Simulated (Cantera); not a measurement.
Charge: 1 mol trisilylamine, 2.1 mol N₂, equilibrated at 42.8 Torr.

Equilibrium computed with Cantera from the NASA thermochemical tables; the gas is ideal and each condensed phase is pure. Candidate condensed phases: Si, Si₃N₄; 18 gas species. The feed counts by its element totals alone. Gases not in the tables: Si₂H₆ and higher silanes. Rates play no part.

Which condensed phases are stable at each of these points (T (K)): 1073, 1173, 1273, 1373, 1473, 1573, 1673, 1773, 1873, 1973?


```
T (K)  condensed phases  Si condensed (%)
-----  ----------------  ----------------
1073           Si₃N₄(s)             100.0
1173           Si₃N₄(s)             100.0
1273           Si₃N₄(s)             100.0
1373           Si₃N₄(s)             100.0
1473           Si₃N₄(s)             100.0
1573           Si₃N₄(s)             100.0
1673           Si₃N₄(s)             100.0
1773           Si₃N₄(s)             100.0
1873              Si(l)              99.9
1973              Si(l)              99.8
```

From 1073 K to 1773 K the condensed part is Si₃N₄(s). From 1873 K to 1973 K the condensed part is Si(l).
